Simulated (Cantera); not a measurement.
Charge: 1 mol SiCl4, 0.22 mol NH3, 5.5 mol H2, at 1725 K and 0.000130 bar.

Equilibrium computed with Cantera from the NASA thermochemical tables; the gas is ideal and each condensed phase is pure. Candidate condensed phases: NH4Cl, Si, Si3N4; 28 gas species. The tables' values for SiCl, SiCl3 are old estimates; treat these amounts as uncertain. Rates play no part.

Base state: H2 0.594, HCl 0.251, SiCl2 0.120, N2 0.0137, H 0.0126, Cl 0.00411, Si 0.00257, SiCl 0.00131 (mole fractions); condensed: gas only.

Problem. What changes in the equilibrium state with this change: pressure from 0.000130 bar to 0.0160 bar?

Solution. 
```json
[
 {"species": "H2", "before": "0.594", "after": "0.610"},
 {"species": "HCl", "before": "0.251", "after": "0.248"},
 {"species": "SiCl2", "before": "0.120", "after": "0.122"},
 {"species": "H", "before": "0.0126", "after": "0.00115"},
 {"species": "Cl", "before": "0.00411", "after": "0.000361"},
 {"species": "N2", "before": "0.0137", "after": "0.0139"},
 {"species": "SiHCl3", "before": "7.71e-7", "after": "9.53e-5"},
 {"species": "SiCl4", "before": "1.57e-6", "after": "0.000187"},
 {"species": "Si", "before": "0.00257", "after": "2.23e-5"}
]
```
The tables' values for SiCl3, SiCl are old estimates; treat these amounts as uncertain.

Problem. What changes in the equilibrium state with this change: temperature from 1725 K to 700 K?

Solution. 
| species | before | after |
|---|---|---|
| H2 | 0.594 | 0.786 |
| SiCl4 | 1.57e-6 | 0.119 |
| HCl | 0.251 | 0.0946 |
| SiCl2 | 0.120 | 5.27e-9 |
| H | 0.0126 | <1e-9 |
| N2 | 0.0137 | 1.03e-6 |
| Cl | 0.00411 | <1e-9 |
| Si | 0.00257 | <1e-9 |
| Si3N4(s), mol | 0 | 0.0550 |
